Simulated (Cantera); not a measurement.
A diamond (100) surface in a fixed gas of H2 with x(CH4) = 0.0037, x(H) = 0.033, x(CH3) = 0.00077, 1000 Pa; coverages are run to steady state.

Cantera simulation using the Harris–Goodwin 1993 mechanism for the reconstructed diamond (100) surface; the numbers are that mechanism's predictions, not measurements.

One state of this run: growth (µm/h) = 4.58; θ c6HH = 0.545; θ c6H* = 0.0227; θ c6*H = 0.405; θ c6** = 0.0135; θ c6HM = 0.00940. θ: site fractions in the mechanism's names (c6HH fully hydrogenated, c6H* and c6*H radical sites, c6** diradical, c6HM methylated).

### Question
Which value of T (K) does it belong to?
A) 1100
B) 1200
C) 1050
D) 1400

### Answer
C, 1050
